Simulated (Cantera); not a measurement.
What does this Cantera script print?

```python
import numpy as np
import cantera as ct

gas = ct.Solution("gri30.yaml")


def delay(T, t_max=10):
    gas.TPX = T, 1000000, {'H2': 1, 'O2': 1.22, 'N2': 4.59}
    reactor = ct.IdealGasReactor(gas, clone=False)
    net = ct.ReactorNet([reactor])
    net.rtol, net.atol = 1e-8, 1e-16
    while net.time < t_max:
        t_old, T_old = net.time, reactor.T
        net.step()
        if reactor.T > T + 400:  # ignition: a rise of 400 K
            return t_old + (T + 400 - T_old) / (reactor.T - T_old) * (net.time - t_old)
    return np.nan


taus = []
for T in [1073, 1173, 1273, 1373, 1473, 1573]:
    taus.append(delay(T))
    print(f"T0 = {T:6g} K   tau = {taus[-1]:.4e} s")
```

Result:

```
T0 =   1073 K   tau = 2.3041e-03 s
T0 =   1173 K   tau = 1.8581e-04 s
T0 =   1273 K   tau = 7.5724e-06 s
T0 =   1373 K   tau = 3.0120e-06 s
T0 =   1473 K   tau = 1.8300e-06 s
T0 =   1573 K   tau = 1.2973e-06 s
```

Computed with Cantera and GRI-Mech 3.0 (53 species, 325 reactions). The hydrogen kinetics of GRI-Mech 3.0 are dated; newer H2 mechanisms differ, most at raised pressure.
